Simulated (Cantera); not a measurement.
**Thermodynamics of aluminium nitride and oxide growth, feed Al(CH3)3 + O2 + N2**

A closed system holds: 1 mol Al(CH3)3, 21 mol O2, 18 mol N2, held at 12.0 Pa.

Cantera equilibrium calculation (NASA polynomials, part measured and part estimated; ideal gas, pure solids and liquids). Candidate condensed phases: Al, AlN, Al2O3, C, C6H6, C7H8, C8H18, H2O; 148 gas species. The feed counts by its element totals alone. Equilibrium is a limit: real reactors are often held back by kinetics, nucleation or transport.

From 327 °C to 1627 °C the condensed part is Al2O3(s).

```csv
T (°C),x N2,x O2,x H2O,x CO2,x O,x OH,n Al2O3(s)
327,0.444,0.370,0.111,0.0741,<1e-12,3.03e-12,0.500
427,0.444,0.370,0.111,0.0741,<1e-12,3.12e-10,0.500
527,0.444,0.370,0.111,0.0741,4.43e-12,1.01e-8,0.500
627,0.444,0.370,0.111,0.0741,2.99e-10,1.52e-7,0.500
727,0.444,0.370,0.111,0.0741,8.73e-9,1.33e-6,0.500
827,0.444,0.370,0.111,0.0741,1.39e-7,7.89e-6,0.500
927,0.444,0.370,0.111,0.0741,1.39e-6,3.47e-5,0.500
1027,0.444,0.370,0.111,0.0741,9.82e-6,0.000122,0.500
1127,0.444,0.370,0.111,0.0741,5.25e-5,0.000357,0.500
1227,0.444,0.369,0.111,0.0740,0.000225,0.000905,0.500
1327,0.443,0.368,0.110,0.0738,0.000803,0.00204,0.500
1427,0.442,0.366,0.108,0.0731,0.00247,0.00415,0.500
1527,0.439,0.362,0.105,0.0713,0.00668,0.00774,0.500
1627,0.434,0.354,0.0989,0.0671,0.0162,0.0132,0.500
```
x: gas mole fraction; n: condensed amount in mol.
